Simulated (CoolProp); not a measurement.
Properties of R407C along the isotherm 226.85 °C (Tc = 86.2 °C, pc = 4.632 MPa, ω = 0.363).

Values from CoolProp's reference Helmholtz-energy equation of state, Lemmon 2003. It is a pseudo-pure fit of the blend.

```csv
p (MPa),phase,cp (kJ/(kg K)),speed of sound (m/s),Joule-Thomson coefficient (K/MPa),viscosity (µPa s),Prandtl number,fugacity coefficient
0.178,gas,1.131,229.0,4.047,20.6,0.814,0.9960
0.356,gas,1.134,228.3,4.045,20.6,0.814,0.9920
0.534,gas,1.138,227.6,4.044,20.6,0.814,0.9880
0.713,gas,1.142,227.0,4.042,20.7,0.814,0.9841
0.891,gas,1.146,226.3,4.040,20.7,0.815,0.9801
1.07,gas,1.150,225.6,4.038,20.7,0.815,0.9762
1.25,gas,1.154,225.0,4.036,20.7,0.817,0.9723
1.43,gas,1.158,224.3,4.033,20.8,0.818,0.9683
1.6,gas,1.162,223.7,4.030,20.8,0.820,0.9646
1.78,gas,1.166,223.0,4.027,20.9,0.822,0.9607
1.96,gas,1.171,222.4,4.023,21.0,0.824,0.9569
2.14,gas,1.175,221.8,4.020,21.0,0.826,0.9530
2.32,gas,1.180,221.2,4.015,21.1,0.829,0.9492
```

Viscosity comes from a separate model (Geller 2000). Thermal conductivity comes from a separate model (Geller 2001).
